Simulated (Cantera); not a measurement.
Standard-state values (1 bar) from the NASA 1993 polynomials, evaluated with Cantera. Values are per mole of reaction as written; species without (g) are pure solids or liquids, kept so even where they would boil at 1 bar.

Ca(g) + 2 HF(g) = H2(g) + CaF2, with ΔH° = -858.6 kJ and ΔS° = -303.1 J/K at 300 K.

Problem. How far is the shortcut ΔG° ≈ ΔH°(300 K) − T·ΔS°(300 K) from the full temperature-dependent value at 2550, 2575, 2600, 2625, 2650, 2675, 2700, 2725, 2750, 2775 K?

Solution. 
| T (K) | shortcut (kJ) | full (kJ) | difference (kJ) | difference in log10 K | condensed phases |
|---|---|---|---|---|---|
| 2550 | -85.7 | -212.2 | 126.5 | -2.59 | CaF2(l) |
| 2575 | -78.1 | -207.2 | 129.0 | -2.62 | CaF2(l) |
| 2600 | -70.6 | -202.1 | 131.6 | -2.64 | CaF2(l) |
| 2625 | -63.0 | -197.1 | 134.1 | -2.67 | CaF2(l) |
| 2650 | -55.4 | -192.1 | 136.7 | -2.69 | CaF2(l) |
| 2675 | -47.8 | -187.1 | 139.3 | -2.72 | CaF2(l) |
| 2700 | -40.2 | -182.1 | 141.9 | -2.74 | CaF2(l) |
| 2725 | -32.7 | -177.2 | 144.5 | -2.77 | CaF2(l) |
| 2750 | -25.1 | -172.2 | 147.1 | -2.79 | CaF2(l) |
| 2775 | -17.5 | -167.2 | 149.7 | -2.82 | CaF2(l) |
The shortcut ignores heat capacities and the phase changes listed.
